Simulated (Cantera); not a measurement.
Input (Python, Cantera) and output of one run.

```python
import numpy as np
import cantera as ct

gas_names = [...]  # 123 gases of nasa_gas.yaml made of C, H, O, Si
cond_names = """
    C(gr) C6H6(L) C7H8(L) C8H18(L),n-octa H2O(s) H2O(L) Si(cr) Si(L) SiC(b) SiO2(Lqz) SiO2(hqz) SiO2(L)
""".split()


# ... load() reads the species with a 1 bar reference pressure and builds the phases ...
atoms = {
    'SiC': {'Si': 1, 'C': 1},
    'CO2': {'C': 1, 'O': 2},
    'H2': {'H': 2},
}
top_T = {'C(gr)': 4500, 'SiC(b)': 3050}  # K; cautious upper limits of use, not melting points


# ... equilibrate(T, P, feed) seeds the gas with the atoms and calls Mixture.equilibrate('TP', solver="vcs", rtol=1e-11, max_steps=5000) ...
results = []
feed = {'SiC': 1, 'CO2': 1.7, 'H2': 700}  # mol
P = 133.322  # Pa
for T in [998, 1048, 1098, 1148, 1198, 1248, 1298, 1348, 1398, 1448, 1498, 1548, 1598]:
    mix = equilibrate(T, P, feed)
    results.append((T, P, feed, dict(zip(mix.species_names, mix.species_moles))))
    x = sorted(zip(gas.X, gas.species_names), reverse=True)
    print(f"T = {T:g} K  P = {P:g} Pa  gas = {mix.phase_moles(0):.4g} mol")
    print("   x: " + "  ".join(f"{s} {v:.3e}" for v, s in x if v > 1e-05))
    print("   condensed (mol): " + ("  ".join(f"{mix.phase(i).name} {mix.phase_moles(i):.4g}"
          for i in range(1, mix.n_phases) if mix.phase_moles(i) > 1e-12) or "none"))
```

It prints:

```
T = 998 K  P = 133.322 Pa  gas = 701.3 mol
   x: H2 9.979e-01  CO 1.995e-03  CH4 1.295e-04
   condensed (mol): C(gr) 1.21  SiO2(hqz) 1
T = 1048 K  P = 133.322 Pa  gas = 701.3 mol
   x: H2 9.979e-01  CO 1.996e-03  CH4 7.752e-05
   condensed (mol): C(gr) 1.246  SiO2(hqz) 1
T = 1098 K  P = 133.322 Pa  gas = 701.7 mol
   x: H2 9.975e-01  CO 2.439e-03  CH4 4.848e-05
   condensed (mol): C(gr) 0.7989  SiC(b) 0.1556  SiO2(hqz) 0.844
T = 1148 K  P = 133.322 Pa  gas = 702.3 mol
   x: H2 9.968e-01  CO 3.219e-03  CH4 1.447e-05
   condensed (mol): SiC(b) 0.429  SiO2(hqz) 0.5679
T = 1198 K  P = 133.322 Pa  gas = 702.3 mol
   x: H2 9.967e-01  CO 3.236e-03  SiO 3.547e-05
   condensed (mol): SiC(b) 0.4242  SiO2(hqz) 0.5509
T = 1248 K  P = 133.322 Pa  gas = 702.5 mol
   x: H2 9.964e-01  CO 3.307e-03  SiO 2.444e-04  H 1.277e-05
   condensed (mol): SiC(b) 0.376  SiO2(hqz) 0.4523
T = 1298 K  P = 133.322 Pa  gas = 703.4 mol
   x: H2 9.951e-01  CO 3.624e-03  SiO 1.208e-03  H 2.927e-05
   condensed (mol): SiC(b) 0.1502
T = 1348 K  P = 133.322 Pa  gas = 703.4 mol
   x: H2 9.951e-01  CO 3.625e-03  SiO 1.208e-03  H 6.321e-05
   condensed (mol): SiC(b) 0.15
T = 1398 K  P = 133.322 Pa  gas = 703.4 mol
   x: H2 9.950e-01  CO 3.625e-03  SiO 1.208e-03  H 1.293e-04
   condensed (mol): SiC(b) 0.1499
T = 1448 K  P = 133.322 Pa  gas = 703.5 mol
   x: H2 9.949e-01  CO 3.625e-03  SiO 1.208e-03  H 2.518e-04
   condensed (mol): SiC(b) 0.1498
T = 1498 K  P = 133.322 Pa  gas = 703.6 mol
   x: H2 9.947e-01  CO 3.625e-03  SiO 1.208e-03  H 4.694e-04
   condensed (mol): SiC(b) 0.1496
T = 1548 K  P = 133.322 Pa  gas = 703.7 mol
   x: H2 9.943e-01  CO 3.625e-03  SiO 1.207e-03  H 8.409e-04
   condensed (mol): SiC(b) 0.1488
T = 1598 K  P = 133.322 Pa  gas = 703.9 mol
   x: H2 9.937e-01  CO 3.627e-03  H 1.453e-03  SiO 1.203e-03
   condensed (mol): SiC(b) 0.1466
```

Equilibrium computed with Cantera from the NASA thermochemical tables; the gas is ideal and each condensed phase is pure. Mutual solubility and eutectic melting of coexisting phases are not modelled. The tables hold silica as quartz up to 1696 K and as liquid above; real silica turns to tridymite and cristobalite and melts near 1996 K.
